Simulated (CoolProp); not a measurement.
Model: reference Helmholtz-energy equation of state, Lemmon 2013, in CoolProp.

Question: For propylene, give the phase and the cp (kJ/(kg K)), speed of sound (m/s), isothermal compressibility (1/MPa) at 170.7 K and 5.18 MPa; 252 K and 5.18 MPa; 268.3 K and 5.18 MPa.

Answer: 
- 170.7 K and 5.18 MPa: liquid; cp 2.06, speed of sound 1560, isothermal compressibility 0.000925
- 252 K and 5.18 MPa: liquid; cp 2.27, speed of sound 1060, isothermal compressibility 0.00242
- 268.3 K and 5.18 MPa: liquid; cp 2.35, speed of sound 962, isothermal compressibility 0.00309
